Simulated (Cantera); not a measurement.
Feed: 1 mol HF, 0.01 mol SO2, 1.2 mol O2, 9.4 mol H2O, equilibrated at 0.0133 bar.

These are equilibrium values from Cantera (NASA tables, ideal gas, pure condensed phases), not measurements of a reactor. Candidate condensed phases: H2O, H2SO4, S; 43 gas species. Kinetics and transport are ignored.

Q: At 2223 K, list the 4 most abundant gas species with their mole fractions, and the condensed phases.

A: H2O 0.734, O2 0.102, HF 0.0832, OH 0.0363. Condensed: gas only.
